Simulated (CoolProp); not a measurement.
The numbers come from the reference Helmholtz-energy equation of state, Wu 2011 in CoolProp.

Give the vapour pressure (bar), vapour density (kg/m³), enthalpy of vaporisation (kJ/kg), liquid cp (kJ/(kg K)) of saturated dimethyl ether at 268.7 K.


```tsv
T (K)	p (bar)	vapour density (kg/m³)	enthalpy of vaporisation (kJ/kg)	liquid cp (kJ/(kg K))
268.7	2.28	5.01	441	2.30
```
